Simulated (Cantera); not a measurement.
Feed: 1 mol FeS2, 500 mol H2, held at 1402 °C and 133 Pa.

Equilibrium computed with Cantera from the NASA thermochemical tables; the gas is ideal and each condensed phase is pure. Candidate condensed phases: Fe, FeS, FeS2, S; 8 gas species. Kinetics and transport are ignored.

Base state: H2 0.992, H 0.00317, Fe 0.00199, H2S 0.00162, SH 0.000791, S2 0.000694, S 0.000181 (mole fractions); condensed: gas only.

Question: What changes in the equilibrium state with this change: pressure from 133 Pa to 100000 Pa?

Answer: 
| species | before | after |
|---|---|---|
| H2 | 0.992 | 0.996 |
| H2S | 0.00162 | 0.00392 |
| H | 0.00317 | 0.000116 |
| Fe | 0.00199 | 4.15e-6 |
| S | 0.000181 | 5.81e-7 |
| S2 | 0.000694 | 5.36e-6 |
| SH | 0.000791 | 6.97e-5 |
| Fe(δ), mol | 0 | 0.998 |

Question: What changes in the equilibrium state with this change: pressure from 133 Pa to 370 Pa?

Answer: 
| species | before | after |
|---|---|---|
| H2 | 0.992 | 0.993 |
| H2S | 0.00162 | 0.00226 |
| H | 0.00317 | 0.00190 |
| Fe | 0.00199 | 0.00112 |
| S | 0.000181 | 9.10e-5 |
| S2 | 0.000694 | 0.000486 |
| SH | 0.000791 | 0.000662 |
| Fe(δ), mol | 0 | 0.437 |
